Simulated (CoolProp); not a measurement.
Vapour-liquid equilibrium of n-butane (1) + cis-2-butene (2) at 43.05 °C; x and y are mole fractions of (1).

Computed with CoolProp (multi-fluid Helmholtz-energy mixture model, Bücker 2006 and Lemmon 2005; pair parameters Bell 2016).

| x | bubble pressure (MPa) | y at the bubble point | dew pressure at overall composition x (MPa) | liquid density (mol/L) |
|---|---|---|---|---|
| 0.05 | 0.3723 | 0.059 | 0.3717 | 10.51 |
| 0.15 | 0.3794 | 0.170 | 0.3781 | 10.39 |
| 0.25 | 0.3854 | 0.275 | 0.3840 | 10.27 |
| 0.35 | 0.3906 | 0.376 | 0.3893 | 10.16 |
| 0.45 | 0.3951 | 0.474 | 0.3941 | 10.05 |
| 0.55 | 0.3990 | 0.571 | 0.3982 | 9.937 |
| 0.65 | 0.4025 | 0.666 | 0.4019 | 9.832 |
| 0.75 | 0.4055 | 0.762 | 0.4051 | 9.729 |
| 0.85 | 0.4082 | 0.857 | 0.4080 | 9.629 |
| 0.95 | 0.4106 | 0.952 | 0.4105 | 9.531 |

No azeotrope shows between x = 0.05 and 0.95.

Pair parameters are fitted to limited data, so mixtures are less certain than the pure fluids.
